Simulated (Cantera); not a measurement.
Feed: 1 mol n-butane, 2.5 mol NH3, 1.2 mol H2, at 1098.15 K and 1.00 bar.

Equilibrium computed with Cantera from the NASA thermochemical tables; the gas is ideal and each condensed phase is pure. Candidate condensed phases: C, C6H6, C7H8, C8H18; 92 gas species. Rates play no part.

Base state: H2 0.858, N2 0.115, CH4 0.0269, NH3 8.64e-5 (mole fractions); condensed: C(graphite).

Task: What changes in the equilibrium state with this change: temperature from 1098.15 K to 1498 K?

Result: 
| species | before | after |
|---|---|---|
| H2 | 0.858 | 0.886 |
| N2 | 0.115 | 0.112 |
| CH4 | 0.0269 | 0.00204 |
| H | 2.30e-8 | 1.62e-5 |
| HCN | 6.80e-6 | 0.000328 |
| C(graphite), mol | 3.71 | 3.97 |
